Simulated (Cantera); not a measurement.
Cantera with NASA thermochemical tables; ideal gases at 1 bar, condensed phases pure. Values are per mole of reaction as written; species without (g) are pure solids or liquids, kept so even where they would boil at 1 bar. TaC: taken at fixed stoichiometry.

Q: Between 775 and 950 K, where is each reaction favourable under standard conditions?
- 2 Ta2O5 = 4 TaO2(g) + O2(g)
- Ta + 2 CO2(g) = TaO2(g) + 2 CO(g)
- CO(g) + TaO2(g) = TaC + 3 O(g)

A: 
- 2 Ta2O5 = 4 TaO2(g) + O2(g): ΔG° is 2503 kJ at 775 K and 2336 kJ at 950 K; it stays positive (K < 1). ΔH° is 3231 kJ and ΔS° 943 J/K at 950 K.
- Ta + 2 CO2(g) = TaO2(g) + 2 CO(g): ΔG° is 206 kJ at 775 K and 171 kJ at 950 K; it stays positive (K < 1). ΔH° is 360 kJ and ΔS° 199 J/K at 950 K.
- CO(g) + TaO2(g) = TaC + 3 O(g): ΔG° is 870 kJ at 775 K and 857 kJ at 950 K; it stays positive (K < 1). ΔH° is 932 kJ and ΔS° 80 J/K at 950 K.
